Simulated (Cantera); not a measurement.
Input (Python, Cantera) and output of one run.

```python
import numpy as np
import cantera as ct

gas_names = """
    C CN CO CO2 C2 CCN CNC C2N2 C2O C3 C3O2 C4 C4N2 C5 Cu CuO Cu2 N NCO NO NO2 NO3 N2 N2O O O2 O3
""".split()
cond_names = """
    C(gr) Cu(cr) Cu(L) CuO(s) Cu2O(s) Cu2O(L)
""".split()


# ... load() reads the species with a 1 bar reference pressure and builds the phases ...
atoms = {
    'Cu2O': {'Cu': 2, 'O': 1},
    'C': {'C': 1},
    'N2': {'N': 2},
}
top_T = {'C(gr)': 4500, 'CuO(s)': 1390}  # K; cautious upper limits of use, not melting points


# ... equilibrate(T, P, feed) seeds the gas with the atoms and calls Mixture.equilibrate('TP', solver="vcs", rtol=1e-11, max_steps=5000) ...
results = []
feed = {'Cu2O': 1, 'C': 0.38, 'N2': 2.3}  # mol
T = 1075  # K
P = 101325  # Pa
mix = equilibrate(T, P, feed)
results.append((T, P, feed, dict(zip(mix.species_names, mix.species_moles))))
print(gas.report(threshold=0.001))
for i in range(1, mix.n_phases):
    print(f"{mix.phase(i).name:16s} {mix.phase_moles(i):12.5e} mol")
```

Result:

```
       temperature   1075 K
          pressure   1.0132e+05 Pa
           density   0.34329 kg/m^3
  mean mol. weight   30.282 kg/kmol
   phase of matter   gas

                          1 kg             1 kmol
                     ---------------   ---------------
          enthalpy       -9.8875e+05       -2.9941e+07  J
   internal energy       -1.2839e+06       -3.8879e+07  J
           entropy            7921.9        2.3989e+05  J/K
    Gibbs function       -9.5048e+06       -2.8782e+08  J
 heat capacity c_p            1194.7             36178  J/K
 heat capacity c_v            920.14             27864  J/K

                      mass frac. Y      mole frac. X     chem. pot. / RT
                     ---------------   ---------------   ---------------
               CO2           0.20606           0.14179           -74.634
                N2           0.79393           0.85821           -25.192
     [  +25 minor]        2.0558e-06        2.2215e-06

C(gr)             0.00000e+00 mol
Cu(cr)            1.51999e+00 mol
CuO(s)            0.00000e+00 mol
Cu2O(s)           2.40006e-01 mol
```

These are equilibrium values from Cantera (NASA tables, ideal gas, pure condensed phases), not measurements of a reactor. Mutual solubility and eutectic melting of coexisting phases are not modelled.
